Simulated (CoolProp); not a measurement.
Saturation properties of ethanol.

Computed with CoolProp (reference Helmholtz-energy equation of state, Schroeder 2014).

```json
[
 {"T (K)": "348.5", "p (MPa)": "0.08965", "liquid cp (kJ/(kg K))": "2.899", "vapour Z": "0.9700", "surface tension (mN/m)": "17.0", "liquid viscosity (µPa s)": "461", "vapour viscosity (µPa s)": "10.3"},
 {"T (K)": "367.8", "p (MPa)": "0.1860", "liquid cp (kJ/(kg K))": "3.111", "vapour Z": "0.9515", "surface tension (mN/m)": "15.1", "liquid viscosity (µPa s)": "349", "vapour viscosity (µPa s)": "10.9"},
 {"T (K)": "387", "p (MPa)": "0.3534", "liquid cp (kJ/(kg K))": "3.345", "vapour Z": "0.9266", "surface tension (mN/m)": "13.2", "liquid viscosity (µPa s)": "270", "vapour viscosity (µPa s)": "11.4"},
 {"T (K)": "406.3", "p (MPa)": "0.6268", "liquid cp (kJ/(kg K))": "3.602", "vapour Z": "0.8942", "surface tension (mN/m)": "11.3", "liquid viscosity (µPa s)": "210", "vapour viscosity (µPa s)": "12.0"},
 {"T (K)": "425.5", "p (MPa)": "1.043", "liquid cp (kJ/(kg K))": "3.865", "vapour Z": "0.8537", "surface tension (mN/m)": "9.36", "liquid viscosity (µPa s)": "165", "vapour viscosity (µPa s)": "12.6"},
 {"T (K)": "444.7", "p (MPa)": "1.645", "liquid cp (kJ/(kg K))": "4.124", "vapour Z": "0.8039", "surface tension (mN/m)": "7.41", "liquid viscosity (µPa s)": "130", "vapour viscosity (µPa s)": "13.3"},
 {"T (K)": "464", "p (MPa)": "2.485", "liquid cp (kJ/(kg K))": "4.446", "vapour Z": "0.7421", "surface tension (mN/m)": "5.43", "liquid viscosity (µPa s)": "102", "vapour viscosity (µPa s)": "14.2"},
 {"T (K)": "483.2", "p (MPa)": "3.607", "liquid cp (kJ/(kg K))": "5.132", "vapour Z": "0.6622", "surface tension (mN/m)": "3.42", "liquid viscosity (µPa s)": "80.0", "vapour viscosity (µPa s)": "15.4"}
]
```

It boils at 351.6 K under 1 atm.

Viscosity comes from a separate model (Kiselev 2005). Surface tension comes from a separate correlation (Mulero 2012).
